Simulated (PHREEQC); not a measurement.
A solution holds 6.9 mmol/kgw H3PO4 and 25 mmol/kgw NiSO4, at 65 °C. Closed to the air; pH follows from the charge balance.

All values are PHREEQC results (ion-association model, wateq4f.dat), not measurements.

```tsv
quantity	before	after
pH	2.75	7.75
ionic strength (mol/kgw)	0.0638	0.0829
Ni+2 (mol/kgw)	0.0162	0.0157
SO4-2 (mol/kgw)	0.0131	0.0158
NiSO4 (mol/kgw)	0.00880	0.00866
H2PO4- (mol/kgw)	0.00524	0.000689
SI of Morenosite (NiSO4:7H2O)	-2.37	-2.37
```

### Question
What was changed between the two runs?
A) temperature from 65 to 60 °C
B) diluted 5-fold with water
C) H3PO4 replaced by KH2PO4 at the same molality
D) NiSO4 from 0.025 to 0.005 mol/kgw
E) H3PO4 replaced by Na2HPO4 at the same molality

### Answer
E, H3PO4 replaced by Na2HPO4 at the same molality

No solid was allowed to form. H3PO4, which wateq4f.dat lacks, is added to it with the constant of phreeqc.dat. In wateq4f.dat the enthalpy of Ni(OH)2 has the wrong sign, so its saturation index can't be trusted away from 25 °C. At this temperature some constants are extrapolated from 25 °C, and those without enthalpy data are left unchanged. The database has no phosphate complexes of Ni.
